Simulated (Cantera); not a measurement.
Mixture: 14.3 % CH₄, 1.86 % CO, 17.3 % O₂, 65.2 % N₂, 1.36 % CO₂, at 9.87 atm, adiabatic and at constant pressure. Ignition delay is the time to a rise of 400 K.

Cantera simulation using GRI-Mech 3.0 (53 species, 325 reactions); the numbers are that mechanism's predictions, not measurements.

Q: Predict: delay at 1125 K; delay at 1175 K; delay at 1225 K; delay at 1275 K; delay at 1325 K; delay at 1375 K; delay at 1425 K; apparent activation energy between 1325 and 1425 K.

A: 
```json
{
  "delay at 1125 K": "22.9 ms",
  "delay at 1175 K": "11.4 ms",
  "delay at 1225 K": "5.88 ms",
  "delay at 1275 K": "3.15 ms",
  "delay at 1325 K": "1.74 ms",
  "delay at 1375 K": "0.991 ms",
  "delay at 1425 K": "0.576 ms",
  "apparent activation energy between 1325 and 1425 K": "170 kJ/mol"
}
```
